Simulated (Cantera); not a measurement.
Mixture: CH4 : O2 : N2 = 1 : 4.08 : 15.3 (molar parts), equivalence ratio 0.49, at 24.0 bar, adiabatic and at constant volume. Ignition delay is the time to a rise of 400 K.

Computed with Cantera and GRI-Mech 3.0 (53 species, 325 reactions). The pressure lies above the range GRI-Mech 3.0 was tuned for (to about 10 atm).

```
quantity                                                before       after
--------------------------------------------------  ----------  ----------
delay at 1048 K                                        12.7 ms     29.6 ms
delay at 1198 K                                        1.44 ms     3.47 ms
delay at 1348 K                                       0.266 ms    0.611 ms
delay at 1498 K                                        65.4 µs    0.140 ms
apparent activation energy between 1423 and 1573 K  160 kJ/mol  170 kJ/mol
```

Task: Which change was made?
A. O2 4.08 to 2 parts
B. pressure from 24.0 bar to 10.0 bar
C. O2 4.08 to 1.5 parts
D. O2 4.08 to 1.9 parts

Result: B, pressure from 24.0 bar to 10.0 bar
